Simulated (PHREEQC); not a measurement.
Make-up at 20 °C: 0.0027 mol/kgw HF, 0.00086 mol/kgw NH4F and 0.000102 mol/kgw (NH4)2SiF6. Closed to the air; pH follows from the charge balance.

Computed with PHREEQC (ion-association model, phreeqc.dat).

Q: The ionic strength comes out as 0.00202 mol/kgw. What activity coefficients do F-, NH4+, SiF6-2, H+, HF2- get?

A: F- 0.95, NH4+ 0.95, SiF6-2 0.82, H+ 0.95, HF2- 0.95.

Precipitation was switched off in this run. Species that the database lacks are ignored. SiF6-2 is the database's only silicon fluoride.
